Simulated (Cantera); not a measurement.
Feed: 1 mol HMDSO, a varied amount of O₂, at 523.15 K and 10.0 Torr.

Method: chemical equilibrium by Gibbs-energy minimisation in Cantera with the NASA 1993 tables (ideal gas, pure condensed phases). Candidate condensed phases: C, C₆H₆, C₇H₈, C₈H₁₈, H₂O, Si, SiC, SiO₂; 123 gas species. The feed counts by its element totals alone. Kinetics and transport are ignored.

### Question
Which condensed phases are stable at each of these points (n(O₂) (mol)): 0.33, 1.7, 3.1, 4.4, 5.8, 7.1, 8.5, 9.9?

### Answer
```json
[
 {"n(O₂) (mol)": "0.33", "condensed phases": "C(graphite) + SiC(s) + SiO₂(α-quartz)", "Si condensed (%)": "100.0"},
 {"n(O₂) (mol)": "1.7", "condensed phases": "C(graphite) + SiO₂(α-quartz)", "Si condensed (%)": "100.0"},
 {"n(O₂) (mol)": "3.1", "condensed phases": "C(graphite) + SiO₂(α-quartz)", "Si condensed (%)": "100.0"},
 {"n(O₂) (mol)": "4.4", "condensed phases": "C(graphite) + SiO₂(α-quartz)", "Si condensed (%)": "100.0"},
 {"n(O₂) (mol)": "5.8", "condensed phases": "C(graphite) + SiO₂(α-quartz)", "Si condensed (%)": "100.0"},
 {"n(O₂) (mol)": "7.1", "condensed phases": "C(graphite) + SiO₂(α-quartz)", "Si condensed (%)": "100.0"},
 {"n(O₂) (mol)": "8.5", "condensed phases": "C(graphite) + SiO₂(α-quartz)", "Si condensed (%)": "100.0"},
 {"n(O₂) (mol)": "9.9", "condensed phases": "C(graphite) + SiO₂(α-quartz)", "Si condensed (%)": "100.0"}
]
```

At 0.33 mol O₂ the condensed part is C(graphite) + SiC(s) + SiO₂(α-quartz). From 1.7 mol O₂ to 9.9 mol O₂ the condensed part is C(graphite) + SiO₂(α-quartz).
